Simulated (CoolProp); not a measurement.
A simple Rankine cycle with R1132(E): condensing at 290.15 K, boiler at 3.67 MPa, turbine inlet 337.2 K, turbine efficiency 0.85, pump efficiency 0.8, no recuperator. Each further row changes one setting.

Computed with CoolProp (reference Helmholtz-energy equation of state, Akasaka 2024).

```csv
case,thermal efficiency (%),net work (kJ/kg),heat in (kJ/kg),turbine exit temperature (K),volume ratio over the turbine
as stated,8.7,20.5,234,290.2,2.89
turbine inlet 357.2 K,9.3,25.2,270,304.3,2.70
condensing temperature 282.15 K,10.3,25.5,249,282.1,3.62
boiler pressure 2.57 MPa,6.4,16.7,262,304.6,1.89
turbine efficiency 0.75,7.5,17.7,234,290.2,2.93
```

The expansion ends wet for: as stated; condensing temperature 282.15 K; turbine efficiency 0.75.
